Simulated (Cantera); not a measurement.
## Ignition delay

Mixture: CH4 : CO : O2 : N2 = 1 : 0.26 : 1.42 : 5.34 (molar parts), equivalence ratio 1.5, at 1000000 Pa, adiabatic and at constant pressure. Ignition delay is the time to a rise of 400 K.

Model: GRI-Mech 3.0 (53 species, 325 reactions), integrated in Cantera.

```json
[
 {"T0 (K)": "1125", "delay (ms)": "25.0"},
 {"T0 (K)": "1225", "delay (ms)": "6.07"},
 {"T0 (K)": "1325", "delay (ms)": "1.73"},
 {"T0 (K)": "1425", "delay (ms)": "0.556"},
 {"T0 (K)": "1525", "delay (ms)": "0.196"},
 {"T0 (K)": "1625", "delay (ms)": "0.0756"},
 {"T0 (K)": "1725", "delay (ms)": "0.0321"},
 {"T0 (K)": "1825", "delay (ms)": "0.0151"},
 {"T0 (K)": "1925", "delay (ms)": "0.00783"},
 {"T0 (K)": "2025", "delay (ms)": "0.00445"}
]
```

The apparent activation energy between 1825 and 2025 K is 190 kJ/mol.
